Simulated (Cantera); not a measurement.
A perfectly stirred reactor is fed with 6.59 % CH₄, 18.3 % O₂, 75.1 % N₂, at 1.00 bar; it is adiabatic with a 523 K inlet, and is followed from long to short residence time, starting on the burning branch (τ in s: 0.13, 0.044, 0.015, 0.0052, 0.0018, 0.00061, 0.00021, 7.1e-05, 2.4e-05, 8.3e-06).

Model: GRI-Mech 3.0 (53 species, 325 reactions), integrated in Cantera.

x: mole fraction; the columns are a selection and need not sum to one.

```
τ (s)    T (K)     x CH₄    x O₂   x CH₂O    x CH₃    x C₂H₆    x NO₂    x N₂O
-------  -----  --------  ------  -------  -------  --------  -------  -------
0.13      1955   5.22e-6  0.0512  6.67e-7  1.62e-6  1.97e-11  1.14e-7        …
0.044     1948   1.12e-5  0.0513  1.51e-6  3.34e-6  7.11e-11  6.77e-8        …
0.015     1932   2.27e-5  0.0516  3.19e-6  6.30e-6  2.06e-10  4.11e-8  4.18e-7
0.0052    1906   4.55e-5  0.0523  6.45e-6  1.14e-5  5.52e-10  2.42e-8  3.99e-7
0.0018    1863   9.47e-5  0.0536  1.30e-5  2.10e-5   1.62e-9  1.43e-8        …
0.00061   1798  0.000221  0.0561  2.79e-5  4.18e-5   6.48e-9  8.53e-9        …
0.00021   1705  0.000631  0.0613  6.89e-5  9.82e-5   4.85e-8  4.67e-9        …
7.1e-5     523    0.0659   0.183   <1e-12   <1e-12    <1e-12   <1e-12   <1e-12
2.4e-5     523    0.0659   0.183   <1e-12   <1e-12    <1e-12   <1e-12   <1e-12
8.3e-6     523    0.0659   0.183   <1e-12   <1e-12    <1e-12   <1e-12   <1e-12
```

Q: Fill in the missing entries.

A: 
- 0.13, x N₂O: 2.78e-7
- 0.044, x N₂O: 3.63e-7
- 0.0018, x N₂O: 3.37e-7
- 0.00061, x N₂O: 2.70e-7
- 0.00021, x N₂O: 2.10e-7
